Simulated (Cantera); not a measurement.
What does this Cantera script print?

```python
import numpy as np
import cantera as ct

gas = ct.Solution("gri30.yaml")
gas.TPX = 1248, 55000, {'N2O': 1, 'N2': 0.005}
reactor = ct.IdealGasConstPressureReactor(gas, energy="off", clone=False)
net = ct.ReactorNet([reactor])
net.rtol, net.atol = 1e-08, 1e-18
show = ['N2O', 'O2', 'NO', 'NO2', 'O', 'N2']
times = np.geomspace(3e-06, 2, 13)

steps = ct.SolutionArray(gas, extra=["t"])
rows = []
print(f"{'t/s':>10s}{'T/K':>9s}{'P/Pa':>11s}" + "".join(f"{s:>11s}" for s in show))
for t in times:
    while net.time < t:
        t_next = net.step()
        steps.append(gas.state, t=t_next)
    rows.append([np.interp(t, steps.t, y) for y in (steps.T, steps.P, *steps(*show).X.T)])
    print(f"{t:10.3e}{rows[-1][0]:9.1f}{rows[-1][1]:11.4g}" + "".join(f"{x:11.3e}" for x in rows[-1][2:]))
rate = np.gradient(steps.T, steps.t)
print("integrator steps:", len(steps.t))
if steps.T.max() > steps.T[0] + 200:
    print(f"time of steepest temperature rise: {steps.t[rate.argmax()]:.4e} s")
gas.TPX = 1248, 55000, {'N2O': 1, 'N2': 0.005}
gas.equilibrate("TP")
print(f"equilibrium (TP): T = {gas.T:.1f} K  " + "  ".join(f"{s} {gas[s].X[0]:.3e}" for s in show))
```

Output:

```
       t/s      T/K       P/Pa        N2O         O2         NO        NO2          O         N2
 3.000e-06   1248.0    5.5e+04  9.950e-01  1.503e-07  4.298e-08  4.413e-15  1.005e-06  4.976e-03
 9.172e-06   1248.0    5.5e+04  9.950e-01  1.150e-06  3.288e-07  2.567e-13  2.283e-06  4.980e-03
 2.804e-05   1248.0    5.5e+04  9.950e-01  6.597e-06  1.887e-06  8.450e-12  3.456e-06  4.993e-03
 8.572e-05   1248.0    5.5e+04  9.949e-01  2.623e-05  7.503e-06  1.334e-10  3.632e-06  5.035e-03
 2.621e-04   1248.0    5.5e+04  9.947e-01  8.672e-05  2.480e-05  1.456e-09  3.632e-06  5.164e-03
 8.012e-04   1248.0    5.5e+04  9.941e-01  2.715e-04  7.765e-05  1.403e-08  3.632e-06  5.559e-03
 2.449e-03   1248.0    5.5e+04  9.922e-01  8.355e-04  2.388e-04  1.272e-07  3.631e-06  6.765e-03
 7.489e-03   1248.0    5.5e+04  9.863e-01  2.550e-03  7.282e-04  1.043e-06  3.628e-06  1.043e-02
 2.289e-02   1248.0    5.5e+04  9.686e-01  7.704e-03  2.195e-03  6.813e-06  3.617e-06  2.145e-02
 6.999e-02   1248.0    5.5e+04  9.174e-01  2.268e-02  6.434e-03  2.999e-05  3.578e-06  5.346e-02
 2.140e-01   1248.0    5.5e+04  7.825e-01  6.214e-02  1.746e-02  9.306e-05  3.456e-06  1.378e-01
 6.542e-01   1248.0    5.5e+04  5.071e-01  1.432e-01  3.910e-02  2.187e-04  3.079e-06  3.104e-01
 2.000e+00   1248.0    5.5e+04  1.792e-01  2.415e-01  6.120e-02  3.538e-04  2.022e-06  5.177e-01
integrator steps: 757
equilibrium (TP): T = 1248.0 K  N2O 1.506e-08  O2 3.321e-01  NO 3.238e-04  NO2 4.074e-06  O 5.206e-08  N2 6.676e-01
```

Model: GRI-Mech 3.0 (53 species, 325 reactions), integrated in Cantera. GRI-Mech 3.0 was tuned for natural gas; its chemistry of N2O as a main component is partial and can be far from experiment. The mechanism lacks the step 2 NO + O2 → 2 NO2, which can matter for NO2 below about 1400 K. The temperature is held fixed by assumption; the heat of reaction is taken as removed at once.
